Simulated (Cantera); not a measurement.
A closed system holds: 1 mol CH3Cl, 7.2 mol H2, equilibrated at 1375 K and 9100 Pa.

Equilibrium computed with Cantera from the NASA thermochemical tables; the gas is ideal and each condensed phase is pure. Candidate condensed phases: C, C6H6, C7H8, C8H18; 91 gas species. The numbers say what is thermodynamically allowed, not how fast it happens.

Base state: H2 0.891, HCl 0.109, CH4 0.000359, H 1.07e-5 (mole fractions); condensed: C(graphite).

### Question
What changes in the equilibrium state with this change: temperature from 1375 K to 2000 K?

### Answer
```csv
species,before,after
H2,0.891,0.886
HCl,0.109,0.108
H,1.07e-5,0.00507
C2H2 (acetylene),1.58e-6,0.000680
Cl,1.08e-6,0.000460
CH4,0.000359,3.03e-5
"C(graphite), mol",0.997,0.987
```

### Question
What changes in the equilibrium state with this change: CH3Cl replaced by c-C4F8?

### Answer
```tsv
species	before	after
HF	0	0.714
H2	0.891	0.286
CH4	0.000359	3.70e-5
HCl	0.109	0
H	1.07e-5	6.07e-6
C(graphite), mol	0.997	4.00
```
The feed counts by its element totals alone.
